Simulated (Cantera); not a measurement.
A closed system holds: 1 mol FeCl₃, 3.7 mol N₂, equilibrated at 1123.15 K and 4.70 Pa.

Cantera equilibrium calculation (NASA polynomials, part measured and part estimated; ideal gas, pure solids and liquids). Kinetics and transport are ignored.

```tsv
species	before	after
N₂	0.694	0.650
FeCl₂	0.170	0.175
Cl	0.0666	0.174
Cl₂	0.0518	0.000604
FeCl₃	0.0174	0.000117
```
Gas species are given as mole fractions.

Name the change that produced these shifts.
(A) N₂ from 3.7 to 19 mol
(B) temperature from 1123.15 K to 1375 K
(C) temperature from 1123.15 K to 1473.15 K
(D) pressure from 4.70 Pa to 1000 Pa

C, temperature from 1123.15 K to 1473.15 K
